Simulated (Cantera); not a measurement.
Input (Python, Cantera):

```python
import numpy as np
import cantera as ct

gas = ct.Solution("gri30.yaml")
gas.TPX = 475, 29000, {'C3H8': 1, 'O2': 3.57, 'N2': 13.4}
flame = ct.FreeFlame(gas, width=0.095)
flame.set_refine_criteria(ratio=3, slope=0.08, curve=0.16)
flame.transport_model = "mixture-averaged"
flame.solve(loglevel=0, auto=True)
z, T = flame.grid, flame.T
thick = (T[-1] - T[0]) / np.gradient(T, z).max()
show = ['C3H8', 'O2', 'C2H2', 'NO', 'HO2', 'HCO']
print(f"laminar burning velocity  {flame.velocity[0] * 100:.3f} cm/s")
print(f"burnt temperature         {T[-1]:.1f} K")
print(f"thermal thickness         {thick * 1e3:.4f} mm")
print(f"grid points               {len(z)}")
z0 = z[flame.heat_release_rate.argmax()]
print(f"{'z/mm':>9s}{'T/K':>9s}{'u/(m/s)':>9s}" + "".join(f"{s:>11s}" for s in show))
rows = []
for k in (-3, -2, -1.5, -1, -0.5, -0.25, 0, 0.25, 0.5, 1, 2, 4, 8):
    zz = z0 + k * thick
    rows.append([k * thick, np.interp(zz, z, T), np.interp(zz, z, flame.velocity),
                 *(np.interp(zz, z, flame.X[gas.species_index(s)]) for s in show)])
    print(f"{rows[-1][0] * 1e3:9.3f}{rows[-1][1]:9.1f}{rows[-1][2]:9.3f}" + "".join(f"{x:11.3e}" for x in rows[-1][3:]))
```

It prints:

```
laminar burning velocity  93.850 cm/s
burnt temperature         2142.8 K
thermal thickness         0.9814 mm
grid points               153
     z/mm      T/K  u/(m/s)       C3H8         O2       C2H2         NO        HO2        HCO
   -2.944    475.1    0.941  5.553e-02  1.982e-01  6.297e-08  4.810e-10  6.572e-08  6.020e-19
   -1.963    477.0    0.949  5.529e-02  1.971e-01  1.345e-06  7.625e-09  1.009e-06  8.518e-15
   -1.472    485.6    0.972  5.496e-02  1.952e-01  9.117e-06  4.233e-08  5.221e-06  1.574e-12
   -0.981    551.9    1.121  5.365e-02  1.872e-01  1.002e-04  3.700e-07  2.910e-05  1.251e-09
   -0.491    962.0    2.043  3.737e-02  1.436e-01  1.178e-03  3.424e-06  7.843e-05  1.100e-06
   -0.245   1359.0    3.012  1.208e-02  9.663e-02  3.021e-03  7.670e-06  1.912e-04  3.748e-05
    0.000   1721.2    3.923  4.301e-04  4.942e-02  5.066e-03  1.542e-05  1.022e-04  9.528e-05
    0.245   1917.1    4.398  1.023e-06  2.114e-02  2.923e-03  2.798e-05  1.302e-05  4.343e-05
    0.491   1989.2    4.561  4.095e-10  8.738e-03  8.240e-04  4.167e-05  1.749e-06  1.162e-05
    0.981   2020.9    4.616  1.127e-16  2.255e-03  4.377e-05  6.006e-05  2.764e-07  5.964e-07
    1.963   2033.5    4.630  1.641e-23  1.106e-03  2.696e-07  7.305e-05  1.574e-07  8.795e-08
    3.926   2046.1    4.653  2.395e-30  9.158e-04  1.555e-10  7.859e-05  1.346e-07  7.870e-08
    7.851   2064.3    4.688 -5.027e-37  7.215e-04  1.560e-14  8.127e-05  1.099e-07  6.928e-08
```

Model: GRI-Mech 3.0 (53 species, 325 reactions), integrated in Cantera. GRI-Mech 3.0 was tuned for natural gas; its chemistry of propane as a main component is partial and can be far from experiment. Burning velocities carry a grid error of a few per cent, more on coarse grids.
